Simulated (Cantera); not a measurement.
A freely propagating, adiabatic, planar premixed flame of 11.2 % CH₄, 18.7 % O₂, 70.1 % N₂, equivalence ratio 1.2, unburnt at 575 K and 31000 Pa; mixture-averaged transport, grid criteria slope 0.08 and curve 0.16, no radiation.

Cantera simulation using GRI-Mech 3.0 (53 species, 325 reactions); the numbers are that mechanism's predictions, not measurements. Burning velocities carry a grid error of a few per cent, more on coarse grids.

x: mole fraction of selected species; z is measured from the peak of heat release.

```csv
z (mm),T (K),u (m/s),x CH₄,x O₂,x H₂O₂,x H₂,x HCN,x CH₃
-2.82,575,1.43,0.112,0.187,<1e-8,0.00135,<1e-8,5.18e-8
-1.88,577,1.44,0.111,0.186,9.07e-8,0.00438,<1e-8,7.32e-7
-1.41,583,1.46,0.110,0.185,4.64e-7,0.00841,<1e-8,3.98e-6
-0.940,642,1.62,0.105,0.180,2.14e-6,0.0170,1.07e-7,3.64e-5
-0.470,(withheld),2.70,(withheld),(withheld),(withheld),(withheld),(withheld),(withheld)
-0.235,1455,3.81,0.0406,0.103,3.44e-6,0.0401,4.94e-6,0.00413
0,(withheld),4.83,(withheld),(withheld),(withheld),0.0420,(withheld),0.00401
0.235,1989,5.29,0.00118,0.0253,2.00e-7,0.0369,1.20e-5,0.000860
0.470,2029,5.38,7.21e-5,0.0136,7.54e-8,0.0326,7.30e-6,6.82e-5
0.940,2049,5.41,2.08e-7,0.00819,6.54e-8,0.0315,1.78e-6,2.30e-7
1.88,2070,5.45,<1e-8,0.00682,5.90e-8,0.0321,1.49e-7,<1e-8
3.76,2098,5.51,<1e-8,0.00602,5.17e-8,0.0318,<1e-8,<1e-8
7.52,2139,5.60,<1e-8,0.00495,4.26e-8,0.0309,<1e-8,<1e-8
```

### Question
What belongs in the gaps?

### Answer

- -0.470, T (K): 1046
- -0.470, x CH₄: 0.0749
- -0.470, x O₂: 0.146
- -0.470, x H₂O₂: 4.21e-6
- -0.470, x H₂: 0.0323
- -0.470, x HCN: 1.74e-6
- -0.470, x CH₃: 0.00101
- 0, T (K): 1823
- 0, x CH₄: 0.0107
- 0, x O₂: 0.0548
- 0, x H₂O₂: 1.09e-6
- 0, x HCN: 1.07e-5
